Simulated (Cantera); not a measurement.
An adiabatic, constant-volume homogeneous reactor starts with CH4 : H2 : O2 : N2 = 1 : 0.14 : 0.941 : 3.54 (molar parts), at 1550 K and 1650 Torr. Integrator tolerance rtol = 1e-08.

Cantera simulation using GRI-Mech 3.0 (53 species, 325 reactions); the numbers are that mechanism's predictions, not measurements.

**Question.** What does this change do: initial temperature 1550 to 1725 K?

**Answer.** 
```
quantity                                                              before                                      after
---------------------------------  -----------------------------------------  -----------------------------------------
time of steepest temperature rise                                   0.304 ms                                    79.1 µs
temperature at 0.400 s                                                2741 K                                     2851 K
equilibrium temperature                                               2741 K                                     2851 K
x(CH4) at 0.400 s                  2.42e-10 (gas-phase equilibrium 2.72e-10)  1.45e-10 (gas-phase equilibrium 1.62e-10)
x(H2) at 0.400 s                         0.194 (gas-phase equilibrium 0.194)        0.190 (gas-phase equilibrium 0.190)
x(O2) at 0.400 s                     2.34e-5 (gas-phase equilibrium 2.34e-5)    5.84e-5 (gas-phase equilibrium 5.84e-5)
x(H2O2) at 0.400 s                   1.38e-8 (gas-phase equilibrium 1.38e-8)    2.50e-8 (gas-phase equilibrium 2.50e-8)
x(CO) at 0.400 s                         0.136 (gas-phase equilibrium 0.136)        0.136 (gas-phase equilibrium 0.136)
```

**Question.** What does this change do: 0.13 parts H2O added?

**Answer.** 
```
quantity                                                              before                                      after
---------------------------------  -----------------------------------------  -----------------------------------------
time of steepest temperature rise                                   0.304 ms                                   0.321 ms
temperature at 0.400 s                                                2741 K                                     2716 K
equilibrium temperature                                               2741 K                                     2716 K
x(CH4) at 0.400 s                  2.42e-10 (gas-phase equilibrium 2.72e-10)  2.15e-10 (gas-phase equilibrium 2.42e-10)
x(H2) at 0.400 s                         0.194 (gas-phase equilibrium 0.194)        0.192 (gas-phase equilibrium 0.192)
x(O2) at 0.400 s                     2.34e-5 (gas-phase equilibrium 2.34e-5)    2.51e-5 (gas-phase equilibrium 2.51e-5)
x(H2O2) at 0.400 s                   1.38e-8 (gas-phase equilibrium 1.38e-8)    1.53e-8 (gas-phase equilibrium 1.53e-8)
x(CO) at 0.400 s                         0.136 (gas-phase equilibrium 0.136)        0.132 (gas-phase equilibrium 0.132)
```

**Question.** What does this change do: pressure from 1650 Torr to 7500 Torr?

**Answer.** 
```tsv
quantity	before	after
time of steepest temperature rise	0.304 ms	90.1 µs
temperature at 0.400 s	2741 K	2793 K
equilibrium temperature	2741 K	2793 K
x(CH4) at 0.400 s	2.42e-10 (gas-phase equilibrium 2.72e-10)	4.51e-9 (gas-phase equilibrium 5.05e-9)
x(H2) at 0.400 s	0.194 (gas-phase equilibrium 0.194)	0.196 (gas-phase equilibrium 0.196)
x(O2) at 0.400 s	2.34e-5 (gas-phase equilibrium 2.34e-5)	7.67e-6 (gas-phase equilibrium 7.67e-6)
x(H2O2) at 0.400 s	1.38e-8 (gas-phase equilibrium 1.38e-8)	1.88e-8 (gas-phase equilibrium 1.88e-8)
x(CO) at 0.400 s	0.136 (gas-phase equilibrium 0.136)	0.137 (gas-phase equilibrium 0.137)
```
